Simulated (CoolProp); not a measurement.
The fluid at 293.15 K and 0.457 MPa (gas) is heated at constant pressure to 489.3 K. The same conditions are run with several fluids, on thermodynamics alone (safety and materials aside).

Computed with CoolProp (reference Helmholtz-energy equation of state of each fluid (R404A: Lemmon 2003; ethane: Bücker 2006; R407C: Lemmon 2003; methane: Setzmann 1991)). Blends and air are pseudo-pure fits.

Q: Rank R404A, ethane, R407C, methane by heat (kJ/kg), highest first.

A: methane (496), ethane (425), R404A (205), R407C (196)

| fluid | final density (kg/m³) |
|---|---|
| R404A | 11.1 |
| ethane | 3.40 |
| R407C | 9.79 |
| methane | 1.80 |
